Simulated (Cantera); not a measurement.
A perfectly stirred reactor is fed with CH4 : H2O : H2 = 1 : 1.5 : 0.76 (molar parts), at 0.410 bar; it is held at 1625 K, and followed from long to short residence time.

Cantera simulation using GRI-Mech 3.0 (53 species, 325 reactions); the numbers are that mechanism's predictions, not measurements.

Problem. What does this change do: H2 0.76 to 0.31 parts?

Solution. 
```csv
quantity,before,after
x(CH4) at τ = 0.630 s,0.0779,0.0803
x(H2O) at τ = 0.630 s,0.329,0.358
x(H2) at τ = 0.630 s,0.492,0.444
x(CH2O) at τ = 0.630 s,8.52e-7,1.13e-6
x(C2H2) at τ = 0.630 s,0.0652,0.0729
x(CH4) at τ = 35.0 ms,0.216,0.232
x(H2O) at τ = 35.0 ms,0.427,0.483
x(H2) at τ = 35.0 ms,0.321,0.237
x(CH2O) at τ = 35.0 ms,3.44e-6,5.59e-6
x(C2H2) at τ = 35.0 ms,0.0311,0.0408
```

Problem. What does this change do: temperature 1625 to 1323 K?

Solution. 
```
quantity                 before     after
----------------------  -------  --------
x(CH4) at τ = 0.630 s    0.0779     0.304
x(H2O) at τ = 0.630 s     0.329     0.459
x(H2) at τ = 0.630 s      0.492     0.235
x(CH2O) at τ = 0.630 s  8.52e-7   1.16e-7
x(C2H2) at τ = 0.630 s   0.0652  0.000445
x(CH4) at τ = 35.0 ms     0.216     0.307
x(H2O) at τ = 35.0 ms     0.427     0.460
x(H2) at τ = 35.0 ms      0.321     0.233
x(CH2O) at τ = 35.0 ms  3.44e-6   3.61e-8
x(C2H2) at τ = 35.0 ms   0.0311   8.83e-7
```

Problem. What does this change do: H2 0.76 to 2.1 parts?

Solution. 
```csv
quantity,before,after
x(CH4) at τ = 0.630 s,0.0779,0.0701
x(H2O) at τ = 0.630 s,0.329,0.261
x(H2) at τ = 0.630 s,0.492,0.600
x(CH2O) at τ = 0.630 s,8.52e-7,4.45e-7
x(C2H2) at τ = 0.630 s,0.0652,0.0483
x(CH4) at τ = 35.0 ms,0.216,0.172
x(H2O) at τ = 35.0 ms,0.427,0.314
x(H2) at τ = 35.0 ms,0.321,0.495
x(CH2O) at τ = 35.0 ms,3.44e-6,1.28e-6
x(C2H2) at τ = 35.0 ms,0.0311,0.0166
```
